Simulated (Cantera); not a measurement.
## Ignition delay

Mixture: 21.0 % CH3OH, 16.6 % O2, 62.4 % N2, equivalence ratio 1.9, at 9.08 atm, adiabatic and at constant volume. Ignition delay is the time to a rise of 400 K.

Model: GRI-Mech 3.0 (53 species, 325 reactions), integrated in Cantera. GRI-Mech 3.0 was tuned for natural gas; its chemistry of methanol as a main component is partial and can be far from experiment.

```json
[
 {"T0 (K)": "1075", "delay (ms)": "14.3"},
 {"T0 (K)": "1175", "delay (ms)": "2.06"},
 {"T0 (K)": "1275", "delay (ms)": "0.404"},
 {"T0 (K)": "1375", "delay (ms)": "0.102"},
 {"T0 (K)": "1475", "delay (ms)": "0.0320"},
 {"T0 (K)": "1575", "delay (ms)": "0.0120"},
 {"T0 (K)": "1675", "delay (ms)": "0.00524"},
 {"T0 (K)": "1775", "delay (ms)": "0.00256"},
 {"T0 (K)": "1875", "delay (ms)": "0.00138"}
]
```

The apparent activation energy between 1675 and 1875 K is 170 kJ/mol.
